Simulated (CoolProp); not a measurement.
Vapour-liquid equilibrium of R1234yf (1) + isobutane (2) at 16.45 °C; x and y are mole fractions of (1).

Computed with CoolProp (multi-fluid Helmholtz-energy mixture model, Lemmon 2022 and Bücker 2006; pair parameters Bell 2016).

```
x      bubble pressure, mixture model (kPa)  bubble pressure, Raoult's law (kPa)  y, mixture model  y, Raoult's law
-----  ------------------------------------  -----------------------------------  ----------------  ---------------
0.05                                  321.3                                284.1             0.183            0.094
0.125                                 378.1                                303.8             0.339            0.219
0.2                                   419.0                                323.4             0.434            0.330
0.275                                 449.3                                343.1             0.499            0.427
0.35                                  472.5                                362.7             0.550            0.514
0.425                                 491.0                                382.4               ___            0.592
0.5                                   506.0                                402.0             0.634            0.663
0.575                                   ___                                421.7               ___            0.727
0.65                                    ___                                441.3             0.716            0.785
0.725                                 535.6                                461.0             0.761            0.838
0.8                                   540.2                                480.7             0.813            0.887
0.875                                   ___                                500.3               ___            0.932
0.95                                  538.1                                520.0               ___            0.974
```

Problem. Complete the blanks.

Solution. 
- 0.425, y, mixture model: 0.594
- 0.575, bubble pressure, mixture model (kPa): 518.3
- 0.575, y, mixture model: 0.674
- 0.65, bubble pressure, mixture model (kPa): 528.2
- 0.875, bubble pressure, mixture model (kPa): 541.3
- 0.875, y, mixture model: 0.873
- 0.95, y, mixture model: 0.944

The largest gap from Raoult's law is +31.0 % in bubble pressure, at x = 0.275. y crosses x between x = 0.8 and 0.875: the model has an azeotrope there.

The pair parameters rest on a limited set of measurements; away from them the model extrapolates.
